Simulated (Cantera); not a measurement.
Feed: 1 mol AlCl3, 0.67 mol N2, 6.4 mol H2, equilibrated at 1.70 mbar.

Cantera equilibrium calculation (NASA polynomials, part measured and part estimated; ideal gas, pure solids and liquids). Candidate condensed phases: Al, AlCl3, AlN, NH4Cl; 20 gas species. The tables' values for AlCl2 are old estimates; treat these amounts as uncertain. Equilibrium is a limit: real reactors are often held back by kinetics, nucleation or transport.

Task: At 1525 K, list the 5 most abundant gas species with their mole fractions, and the condensed phases.

Result: H2 0.676, HCl 0.130, N2 0.0776, AlCl 0.0557, AlCl3 0.0419. Condensed: gas only.
